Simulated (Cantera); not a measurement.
An isothermal, constant-pressure homogeneous reactor starts with H2 : O2 : N2 = 1.1 : 1 : 1 (molar parts), at 900 K and 510 Torr.

Computed with Cantera and the H2/O2 subset of GRI-Mech 3.0, which has no nitrogen chemistry. Below about 950 K walls govern HO2 and H2O2 in real vessels. The temperature is held fixed by assumption; the heat of reaction is taken as removed at once.

One state of this run: x H2 = 0.211; x O2 = 0.263; x H2O2 = 0.00187; x OH = 4.44e-8; x HO2 = 6.09e-5. x: mole fraction; the columns are a selection and need not sum to one.

Task: Which value of t (s) does it belong to?
A. 0.0423
B. 1.59
C. 0.00377
D. 0.475

Result: B, 1.59
